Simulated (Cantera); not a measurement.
Feed: 1 mol PH3, 0.23 mol H2O, equilibrated at 1077 °C and 0.100 bar.

Cantera equilibrium calculation (NASA polynomials, part measured and part estimated; ideal gas, pure solids and liquids). Candidate condensed phases: H2O, P, P4O10; 17 gas species. Gases not in the tables: HPO2, HPO3 and P4O6. The numbers say what is thermodynamically allowed, not how fast it happens.

Base state: H2 0.692, P2 0.177, H2O 0.103, P4 0.0260, PO 0.00134, PO2 0.000737, PH3 3.17e-5 (mole fractions); condensed: gas only.

Task: What changes in the equilibrium state with this change: temperature from 1077 °C to 1802 °C?

Result: 
```
species   before     after
-------  -------  --------
H2         0.692     0.708
P2         0.177     0.188
PO       0.00134    0.0531
H2O        0.103    0.0389
P4        0.0260   3.26e-5
OH       1.51e-8   4.44e-5
P        4.17e-7  0.000973
H        6.27e-6   0.00709
PH       1.85e-6  0.000312
PH3      3.17e-5   3.75e-6
```

Task: What changes in the equilibrium state with this change: temperature from 1077 °C to 1152 °C?

Result: 
```
species    before    after
-------  --------  -------
H2          0.692    0.685
P2          0.177    0.201
H2O         0.103   0.0989
P4         0.0260   0.0119
H         6.27e-6  1.78e-5
PO        0.00134  0.00277
PO2      0.000737  0.00127
PH3       3.17e-5  2.37e-5
```

Task: What changes in the equilibrium state with this change: H2O from 0.23 to 0.068 mol?

Result: 
| species | before | after |
|---|---|---|
| H2 | 0.692 | 0.747 |
| P2 | 0.177 | 0.189 |
| H2O | 0.103 | 0.0333 |
| P4 | 0.0260 | 0.0297 |
| PO2 | 0.000737 | 6.85e-5 |
| PO | 0.00134 | 0.000414 |
| PH3 | 3.17e-5 | 3.68e-5 |
